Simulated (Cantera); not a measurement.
Input: 1 mol HCl, 5.9 mol H2O, at 5850 Torr.

Equilibrium computed with Cantera from the NASA thermochemical tables; the gas is ideal and each condensed phase is pure. Candidate condensed phases: H2O; 14 gas species. Rates play no part.

**Question.** At 1750 K, list the 4 most abundant gas species with their mole fractions, and the condensed phases.

**Answer.** H2O 0.854, HCl 0.144, H2 0.000699, Cl 0.000351. Condensed: gas only.
